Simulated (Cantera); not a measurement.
Equilibrium for tantalum, niobium, vanadium and zirconium in process gases: V + NH₃ + H₂O

Charge: 1 mol V, 1.6 mol NH₃, 0.031 mol H₂O, held at 2027 °C and 2.20 bar.

Equilibrium computed with Cantera from the NASA thermochemical tables; the gas is ideal and each condensed phase is pure. Candidate condensed phases: H₂O, V, VN, VO, V₂O₃, V₂O₄, V₂O₅; 28 gas species. Mutual solubility and eutectic melting of coexisting phases are not modelled. VN, VO: taken at fixed stoichiometry. Condensed phases not in the tables: solid solutions among these carbides, nitrides and lower oxides, V₂N. Equilibrium is a limit: real reactors are often held back by kinetics, nucleation or transport.

| Property | Result |
|---|---|
| x(H₂) | 0.878 |
| x(N₂) | 0.114 |
| x(H) | 0.00612 |
| x(H₂O) | 0.00164 |
| x(VO) | 3.48e-5 |
| x(V) | 2.37e-5 |
| x(NH₃) | 7.96e-6 |
| x(VO₂) | 6.55e-6 |
| x(OH) | 1.84e-6 |
| n(VN(s)) | 0.973 mol |
| n(VO(l)) | 0.0263 mol |
| gas amount | 2.753 mol |
| log10 activity of V(l) (absent) | -0.32 |
| log10 activity of V₂O₅(l) (absent) | -11.65 |
